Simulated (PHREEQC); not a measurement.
Alkaline etch or developer: speciation

A solution holds 6.6 mmol/kgw NH3, 0.038 mmol/kgw NaAlO2 and 110 mmol/kgw Na2CO3, at 20 °C. Closed to the air; pH follows from the charge balance.

Equilibrium calculation in PHREEQC: ion-association model, phreeqc.dat.

No solid was allowed to form.

Q: What pH, density does the model give?

A: pH 11.41; density 1.010 g/cm³.

Q: In which forms is C present?

A: CO3-2 56 %, NaCO3- 42 %, HCO3- 2.1 % of the C.

Species that the database lacks are ignored.
